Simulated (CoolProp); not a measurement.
Vapour-liquid equilibrium of C3F8 (R218) (1) + c-C4F8 (RC318) (2) at 267.7 K; x and y are mole fractions of (1).

Values from CoolProp's multi-fluid Helmholtz-energy mixture model, Lemmon 2006 and Platzer 1990; pair parameters Bell 2016. This equation is an older, rougher fit; its heat capacities, sound speeds and derivatives of the liquid may be far off and weren't checked against measurements.

Give the bubble pressure and the first vapour's composition at x = 0.35, 0.65, 0.85. Is there an azeotrope?

x = 0.35: 152.5 kPa, y = 0.587; x = 0.65: 235.1 kPa, y = 0.872; x = 0.85: 298.4 kPa, y = 0.960. No azeotrope shows between x = 0.05 and 0.95.

Pair parameters are fitted to limited data, so mixtures are less certain than the pure fluids.
